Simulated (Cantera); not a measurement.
Charge: 1 mol CuF₂, 0.89 mol H₂, 21 mol N₂, at 1375 K and 0.0133 bar.

Equilibrium computed with Cantera from the NASA thermochemical tables; the gas is ideal and each condensed phase is pure. Candidate condensed phases: Cu, CuF₂; 25 gas species. Equilibrium is a limit: real reactors are often held back by kinetics, nucleation or transport.

Base state: N₂ 0.913, HF 0.0774, CuF 0.00948, Cu 6.17e-5, CuF₂ 4.03e-5 (mole fractions); condensed: Cu(l).

**Question.** What changes in the equilibrium state with this change: pressure from 0.0133 bar to 0.000280 bar?

**Answer.** 
| species | before | after |
|---|---|---|
| N₂ | 0.913 | 0.910 |
| HF | 0.0774 | 0.0772 |
| CuF | 0.00948 | 0.00954 |
| Cu | 6.17e-5 | 0.00294 |
| CuF₂ | 4.03e-5 | 8.56e-7 |
| Cu(l), mol | 0.780 | 0.712 |
